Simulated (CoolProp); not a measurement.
Saturation properties of carbon dioxide (Tc = 304.1 K, pc = 7377 kPa, ω = 0.224).

Values from CoolProp's reference Helmholtz-energy equation of state, Span 1996.

```json
[
 {"T (K)": "237.1", "p (kPa)": "1159", "enthalpy of vaporisation (kJ/kg)": "315.2", "surface tension (mN/m)": "11.8", "liquid viscosity (µPa s)": "181"},
 {"T (K)": "240.2", "p (kPa)": "1291", "enthalpy of vaporisation (kJ/kg)": "309.3", "surface tension (mN/m)": "11.1", "liquid viscosity (µPa s)": "172"},
 {"T (K)": "243.3", "p (kPa)": "1435", "enthalpy of vaporisation (kJ/kg)": "303.2", "surface tension (mN/m)": "10.4", "liquid viscosity (µPa s)": "164"},
 {"T (K)": "246.4", "p (kPa)": "1590", "enthalpy of vaporisation (kJ/kg)": "296.9", "surface tension (mN/m)": "9.79", "liquid viscosity (µPa s)": "156"},
 {"T (K)": "249.5", "p (kPa)": "1757", "enthalpy of vaporisation (kJ/kg)": "290.4", "surface tension (mN/m)": "9.13", "liquid viscosity (µPa s)": "148"},
 {"T (K)": "252.6", "p (kPa)": "1936", "enthalpy of vaporisation (kJ/kg)": "283.7", "surface tension (mN/m)": "8.49", "liquid viscosity (µPa s)": "141"},
 {"T (K)": "255.6", "p (kPa)": "2123", "enthalpy of vaporisation (kJ/kg)": "276.9", "surface tension (mN/m)": "7.87", "liquid viscosity (µPa s)": "134"},
 {"T (K)": "258.7", "p (kPa)": "2328", "enthalpy of vaporisation (kJ/kg)": "269.6", "surface tension (mN/m)": "7.25", "liquid viscosity (µPa s)": "128"},
 {"T (K)": "261.8", "p (kPa)": "2548", "enthalpy of vaporisation (kJ/kg)": "262.0", "surface tension (mN/m)": "6.63", "liquid viscosity (µPa s)": "121"},
 {"T (K)": "264.9", "p (kPa)": "2783", "enthalpy of vaporisation (kJ/kg)": "254.1", "surface tension (mN/m)": "6.03", "liquid viscosity (µPa s)": "115"},
 {"T (K)": "268", "p (kPa)": "3033", "enthalpy of vaporisation (kJ/kg)": "245.8", "surface tension (mN/m)": "5.44", "liquid viscosity (µPa s)": "110"},
 {"T (K)": "271", "p (kPa)": "3291", "enthalpy of vaporisation (kJ/kg)": "237.3", "surface tension (mN/m)": "4.88", "liquid viscosity (µPa s)": "104"},
 {"T (K)": "274.1", "p (kPa)": "3574", "enthalpy of vaporisation (kJ/kg)": "228.0", "surface tension (mN/m)": "4.31", "liquid viscosity (µPa s)": "98.8"},
 {"T (K)": "277.2", "p (kPa)": "3874", "enthalpy of vaporisation (kJ/kg)": "218.1", "surface tension (mN/m)": "3.76", "liquid viscosity (µPa s)": "93.4"}
]
```

Viscosity comes from a separate model (Laesecke 2017). Surface tension comes from a separate correlation (Mulero 2012).
